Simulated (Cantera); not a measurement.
Charge: 1 mol CaO, 6.9 mol NF3, 55 mol N2, at 1748 K and 5.63 Torr.

Cantera equilibrium calculation (NASA polynomials, part measured and part estimated; ideal gas, pure solids and liquids). Candidate condensed phases: Ca, CaF2, CaO; 22 gas species. Equilibrium is a limit: real reactors are often held back by kinetics, nucleation or transport.

Base state: N2 0.743, F 0.238, CaF2 0.0127, O2 0.00604, NO 0.000571, O 6.58e-5 (mole fractions); condensed: gas only.

Q: What changes in the equilibrium state with this change: 0.4 mol H2O added?

A: 
```tsv
species	before	after
N2	0.743	0.741
F	0.238	0.227
CaF2	0.0127	0.0127
HF	0	0.0101
O2	0.00604	0.00850
O	6.58e-5	7.81e-5
NO	0.000571	0.000676
```
Further candidate phases: Ca(OH)2, H2O.
